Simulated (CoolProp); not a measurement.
n-undecane along the isotherm 620 K: density (kg/m³) from the reference equation and from simpler models built on Tc = 638.8 K, pc = 19.90 bar, ω = 0.539; each cubic takes its own stable root.

Computed with CoolProp (reference Helmholtz-energy equation of state, Aleksandrov 2011). It is a short technical equation, of lower accuracy than the large ones.

| p (bar) | phase | reference |
|---|---|---|
| 0.315 | gas | 0.9618 |
| 0.508 | gas | 1.558 |
| 0.821 | gas | 2.535 |
| 1.33 | gas | 4.155 |
| 2.14 | gas | 6.816 |
| 3.46 | gas | 11.39 |
| 5.6 | gas | 19.58 |
| 9.04 | gas | 35.59 |
| 14.6 | gas | 81.36 |
| 23.6 | liquid | 418.7 |
| 38.1 | liquid | 444.7 |
| 61.6 | liquid | 469.6 |
| 99.5 | liquid | 495.2 |

Question: How far does each simpler model (van der Waals, Redlich-Kwong, Soave-Redlich-Kwong) lie from the reference over these 13 states: mean and median of the absolute difference, and the worst?

Answer: 
- van der Waals: mean 14.0 %, median 3.9 %, worst -40.4 % at 620 K and 23.6 bar
- Redlich-Kwong: mean 7.7 %, median 2.2 %, worst -25.3 % at 620 K and 23.6 bar
- Soave-Redlich-Kwong: mean 6.7 %, median 1.8 %, worst -21.7 % at 620 K and 23.6 bar
